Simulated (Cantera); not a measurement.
Input: 1 mol LiOH, 0.03 mol H₂, at 1425 K and 2630 Torr.

Equilibrium computed with Cantera from the NASA thermochemical tables; the gas is ideal and each condensed phase is pure. Candidate condensed phases: H₂O, Li, LiH, LiOH, Li₂O; 17 gas species. Mutual solubility and eutectic melting of coexisting phases are not modelled. Kinetics and transport are ignored.

Base state: H₂ 0.622, H₂O 0.373, LiOH 0.00475, Li₂(OH)₂ 0.000281 (mole fractions); condensed: LiOH(l) + Li₂O(s).

Q: What changes in the equilibrium state with this change: pressure from 2630 Torr to 5.55 Torr?

A: 
```csv
species,before,after
H₂O,0.373,0.796
LiOH,0.00475,0.151
H₂,0.622,0.0522
Li₂O,1.06e-7,5.01e-5
Li,3.35e-6,0.000314
"LiOH(l), mol",0.964,0
"Li₂O(s), mol",0.0180,0.456
```

Q: What changes in the equilibrium state with this change: temperature from 1425 K to 2148 K?

A: 
| species | before | after |
|---|---|---|
| LiOH | 0.00475 | 0.524 |
| H₂O | 0.373 | 0.424 |
| H₂ | 0.622 | 0.0391 |
| LiO | <1e-9 | 5.87e-5 |
| Li₂O | 1.06e-7 | 0.00461 |
| LiOH(l), mol | 0.964 | 0 |
| Li₂O(s), mol | 0.0180 | 0 |
| Li₂O(l), mol | 0 | 0.302 |
